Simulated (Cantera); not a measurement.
Charge: 1 mol Si(CH₃)₄, 0.12 mol HCl, 700 mol H₂, held at 2048 K and 100 Torr.

These are equilibrium values from Cantera (NASA tables, ideal gas, pure condensed phases), not measurements of a reactor. Candidate condensed phases: C, C₆H₆, C₇H₈, C₈H₁₈, Si, SiC; 109 gas species. Rates play no part.

Base state: H₂ 0.993, H 0.00611, C₂H₂ (acetylene) 0.00104, HCl 0.000169, CH₄ 4.92e-5, Si 3.70e-5 (mole fractions); condensed: C(graphite) + SiC(s).

**Question.** What changes in the equilibrium state with this change: temperature from 2048 K to 2348 K?

**Answer.** 
```
species            before     after
----------------  -------  --------
H₂                  0.993     0.963
H                 0.00611    0.0332
C₂H₂ (acetylene)  0.00104   0.00265
Si                3.70e-5   0.00104
SiC₂              1.90e-6   8.49e-5
Si₂C              1.23e-6   4.15e-5
SiH               8.17e-6  0.000126
SiH₂              8.97e-6   5.38e-5
C(graphite), mol     1.52         0
SiC(s), mol         0.958         0
```
Gases not in the tables: Si₂H₆ and higher silanes.
